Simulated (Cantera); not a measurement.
A perfectly stirred reactor is fed with 26.3 % C2H6, 73.7 % H2, at 250 Pa; it is held at 1848 K, and followed from long to short residence time.

Detailed kinetics in Cantera: GRI-Mech 3.0 (53 species, 325 reactions). GRI-Mech 3.0 stops at C3 and has no aromatics, soot or wall deposition, so with more carbon than oxygen in the feed, carbon stays in small species such as C2H2 where larger ones or solid carbon would form. Radical loss at walls, strong at low pressure, is not modelled.

x: mole fraction; the columns are a selection and need not sum to one.

| τ (s) | x C2H6 | x H2 | x H | x C2H4 | x C2H |
|---|---|---|---|---|---|
| 22 | 2.43e-6 | 0.818 | … | 2.50e-5 | 1.34e-5 |
| 4.7 | 1.27e-5 | 0.813 | 0.00525 | 0.000101 | 1.15e-5 |
| 1.0 | 6.06e-5 | 0.801 | 0.00524 | 0.000428 | 1.12e-5 |
| 0.23 | 0.000255 | 0.781 | … | 0.00155 | 1.16e-5 |
| 0.050 | 0.00110 | 0.747 | … | 0.00525 | 1.18e-5 |
| 0.011 | 0.00465 | 0.702 | 0.00731 | 0.0149 | 1.06e-5 |
| 0.0024 | 0.0196 | 0.662 | 0.00783 | 0.0324 | 6.36e-6 |

**Question.** Complete the blanks.

**Answer.** 
- 22, x H: 0.00604
- 0.23, x H: 0.00567
- 0.050, x H: 0.00643
